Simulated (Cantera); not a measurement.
A closed system holds: 1 mol PbO, 0.019 mol H₂O, 3.1 mol H₂, held at 1423.15 K and 0.133 bar.

These are equilibrium values from Cantera (NASA tables, ideal gas, pure condensed phases), not measurements of a reactor. Candidate condensed phases: H₂O, Pb, PbO, PbO₂, Pb₃O₄; 12 gas species. Equilibrium is a limit: real reactors are often held back by kinetics, nucleation or transport.

Task: What is the equilibrium state?

Result: 
```json
{
 "x(H₂)": "0.617",
 "x(H₂O)": "0.299",
 "x(Pb)": "0.0842",
 "x(Pb₂)": "2.10e-5",
 "x(H)": "1.43e-5",
 "x(PbO)": "9.15e-6",
 "n(Pb(l))": "0.713 mol",
 "gas_amount": "3.406 mol"
}
```
